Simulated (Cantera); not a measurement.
A freely propagating, adiabatic, planar premixed flame of CH4 : CO : O2 : N2 : CO2 = 1 : 0.1 : 2.2 : 8.29 : 1.3 (molar parts), unburnt at 425 K and 1.60 bar; mixture-averaged transport, grid criteria slope 0.08 and curve 0.16, no radiation.

Model: GRI-Mech 3.0 (53 species, 325 reactions), integrated in Cantera. Burning velocities carry a grid error of a few per cent, more on coarse grids.

What does this change do: CO2 1.3 to 0.98 parts?


```csv
quantity,before,after
laminar burning velocity,27.1 cm/s,32.2 cm/s
thermal thickness,0.464 mm,0.410 mm
peak x(C2H4),0.000379,0.000380
peak x(HO2),0.000126,0.000140
peak x(CH2O),0.000909,0.000950
```

What does this change do: inlet temperature 425 to 450 K?


| quantity | before | after |
|---|---|---|
| laminar burning velocity | 27.1 cm/s | 30.6 cm/s |
| thermal thickness | 0.464 mm | 0.445 mm |
| peak x(C2H4) | 0.000379 | 0.000385 |
| peak x(HO2) | 0.000126 | 0.000129 |
| peak x(CH2O) | 0.000909 | 0.000922 |
